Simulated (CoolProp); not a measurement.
Hexamethyldisiloxane (MM) along the isotherm 283.45 °C: fugacity coefficient from the reference equation and from simpler models built on Tc = 245.6 °C, pc = 19.31 bar, ω = 0.418; each cubic takes its own stable root.

Computed with CoolProp (reference Helmholtz-energy equation of state, Thol 2016).

| p (bar) | phase | reference | van der Waals | Soave-Redlich-Kwong |
|---|---|---|---|---|
| 0.611 | gas | 0.9912 | 0.9921 | 0.9917 |
| 1.16 | gas | 0.9834 | 0.9850 | 0.9843 |
| 2.19 | gas | 0.9687 | 0.9717 | 0.9706 |
| 4.16 | gas | 0.9408 | 0.9465 | 0.9444 |
| 7.89 | gas | 0.8891 | 0.8988 | 0.8958 |
| 15 | gas | 0.7942 | 0.8080 | 0.8060 |
| 28.3 | supercritical | 0.6285 | 0.6253 | 0.6457 |
| 53.7 | supercritical | 0.4282 | 0.4423 | 0.4569 |
| 102 | supercritical | 0.3237 | 0.3697 | 0.3568 |
| 193 | supercritical | 0.3119 | 0.4230 | 0.3505 |
